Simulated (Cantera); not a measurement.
Charge: 1 mol Si2Cl6, 0.9 mol HCl, 31 mol N2, held at 898.15 K and 548 Torr.

Cantera equilibrium calculation (NASA polynomials, part measured and part estimated; ideal gas, pure solids and liquids). The feed counts by its element totals alone. N2 is the only nitrogen source here; it is nearly inert below about 1500 K, so the nitride shown seldom forms there in practice. Rates play no part.

| species | before | after |
|---|---|---|
| N2 | 0.928 | 0.928 |
| SiCl4 | 0.0462 | 0.0458 |
| HCl | 0.0237 | 0.0253 |
| H2 | 0.00176 | 0.000945 |
| Si3N4(s), mol | 0.157 | 0.161 |
Gas species are given as mole fractions.

Question: Which change was made?
A. Si2Cl6 replaced by SiH4
B. Si2Cl6 replaced by SiCl4
C. pressure from 548 Torr to 5.85 Torr
D. Si2Cl6 replaced by Si3H8

Answer: C, pressure from 548 Torr to 5.85 Torr
